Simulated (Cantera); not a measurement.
# CsOH + H2O (calcination and drying)

Charge: 1 mol CsOH, 5.2 mol H2O, equilibrated at 0.705 Torr.

Cantera equilibrium calculation (NASA polynomials, part measured and part estimated; ideal gas, pure solids and liquids). Candidate condensed phases: Cs, CsOH, H2O; 15 gas species. Rates play no part.

| T (K) | x H2O | x CsOH | x Cs | x O2 | x H2 | x OH | x Cs2(OH)2 | x H |
|---|---|---|---|---|---|---|---|---|
| 1025 | 0.839 | 0.161 | 1.58e-5 | 5.01e-6 | 2.21e-6 | 2.14e-7 | 8.44e-5 | 2.11e-10 |
| 1075 | 0.839 | 0.161 | 3.98e-5 | 1.25e-5 | 5.42e-6 | 6.53e-7 | 3.27e-5 | 1.11e-9 |
| 1125 | 0.839 | 0.161 | 9.21e-5 | 2.87e-5 | 1.23e-5 | 1.81e-6 | 1.38e-5 | 5.08e-9 |
| 1175 | 0.839 | 0.161 | 0.000198 | 6.15e-5 | 2.61e-5 | 4.58e-6 | 6.27e-6 | 2.04e-8 |
| 1225 | 0.839 | 0.161 | 0.000400 | 0.000123 | 5.21e-5 | 1.08e-5 | 3.03e-6 | 7.34e-8 |
| 1275 | 0.838 | 0.160 | 0.000763 | 0.000234 | 9.87e-5 | 2.36e-5 | 1.55e-6 | 2.39e-7 |
| 1325 | 0.838 | 0.160 | 0.00138 | 0.000423 | 0.000178 | 4.88e-5 | 8.29e-7 | 7.12e-7 |
| 1375 | 0.838 | 0.159 | 0.00239 | 0.000729 | 0.000310 | 9.58e-5 | 4.62e-7 | 1.97e-6 |
| 1425 | 0.837 | 0.157 | 0.00397 | 0.00121 | 0.000518 | 0.000179 | 2.66e-7 | 5.06e-6 |
x: gas mole fraction; nothing condenses.

From 1025 K to 1425 K nothing is condensed. The main Cs-bearing gas is CsOH throughout.
